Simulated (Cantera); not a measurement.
A perfectly stirred reactor is fed with CH4 : H2 : CO2 = 0.0052 : 1 : 0.0066 (molar parts), at 1330 Pa; it is held at 2875 K, and followed from long to short residence time.

Detailed kinetics in Cantera: GRI-Mech 3.0 (53 species, 325 reactions). Radical loss at walls, strong at low pressure, is not modelled.

Task: What does this change do: pressure from 1330 Pa to 14000 Pa?

Result: 
```
quantity                  before    after
----------------------  --------  -------
x(CH4) at τ = 1.10 s     7.02e-9  5.30e-8
x(H2) at τ = 1.10 s        0.476    0.744
x(CO2) at τ = 1.10 s     1.76e-6  2.07e-6
x(CH2) at τ = 1.10 s     9.75e-8  1.60e-7
x(H2O2) at τ = 1.10 s     <1e-12   <1e-12
x(CH4) at τ = 7.60 ms   0.000558  2.38e-5
x(H2) at τ = 7.60 ms       0.924    0.832
x(CO2) at τ = 7.60 ms   0.000139  7.87e-6
x(CH2) at τ = 7.60 ms    7.06e-5  2.37e-5
x(H2O2) at τ = 7.60 ms    <1e-12   <1e-12
```

Task: What does this change do: H2 1 to 0.54 parts?

Result: 
```tsv
quantity	before	after
x(CH4) at τ = 1.10 s	7.02e-9	1.05e-8
x(H2) at τ = 1.10 s	0.476	0.473
x(CO2) at τ = 1.10 s	1.76e-6	5.74e-6
x(CH2) at τ = 1.10 s	9.75e-8	9.83e-8
x(H2O2) at τ = 1.10 s	<1e-12	1.03e-12
x(CH4) at τ = 7.60 ms	0.000558	0.000709
x(H2) at τ = 7.60 ms	0.924	0.909
x(CO2) at τ = 7.60 ms	0.000139	0.000248
x(CH2) at τ = 7.60 ms	7.06e-5	0.000101
x(H2O2) at τ = 7.60 ms	<1e-12	3.12e-12
```

Task: What does this change do: 0.029 parts H2O added?

Result: 
```tsv
quantity	before	after
x(CH4) at τ = 1.10 s	7.02e-9	3.98e-9
x(H2) at τ = 1.10 s	0.476	0.460
x(CO2) at τ = 1.10 s	1.76e-6	3.44e-5
x(CH2) at τ = 1.10 s	9.75e-8	4.23e-9
x(H2O2) at τ = 1.10 s	<1e-12	1.49e-10
x(CH4) at τ = 7.60 ms	0.000558	0.000482
x(H2) at τ = 7.60 ms	0.924	0.903
x(CO2) at τ = 7.60 ms	0.000139	0.000180
x(CH2) at τ = 7.60 ms	7.06e-5	5.45e-5
x(H2O2) at τ = 7.60 ms	<1e-12	4.52e-11
```
